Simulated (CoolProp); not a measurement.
Ethane along the isotherm 76.85 °C: fugacity coefficient from the reference equation and from simpler models built on Tc = 32.2 °C, pc = 4872 kPa, ω = 0.099; each cubic takes its own stable root.

The numbers come from the reference Helmholtz-energy equation of state, Bücker 2006 in CoolProp.

| p (kPa) | phase | reference | van der Waals | Redlich-Kwong | Soave-Redlich-Kwong |
|---|---|---|---|---|---|
| 1220 | gas | 0.9457 | 0.9473 | 0.9437 | 0.9455 |
| 2440 | gas | 0.8929 | 0.8951 | 0.8891 | 0.8926 |
| 3650 | gas | 0.8417 | 0.8437 | 0.8366 | 0.8418 |
| 4870 | gas | 0.7914 | 0.7920 | 0.7851 | 0.7921 |
| 6090 | supercritical | 0.7422 | 0.7399 | 0.7351 | 0.7441 |
| 7310 | supercritical | 0.6945 | 0.6874 | 0.6868 | 0.6980 |
| 8530 | supercritical | 0.6488 | 0.6376 | 0.6416 | 0.6547 |
| 9740 | supercritical | 0.6072 | 0.5958 | 0.6014 | 0.6160 |
| 11000 | supercritical | 0.5694 | 0.5606 | 0.5656 | 0.5811 |
| 12200 | supercritical | 0.5388 | 0.5336 | 0.5370 | 0.5529 |
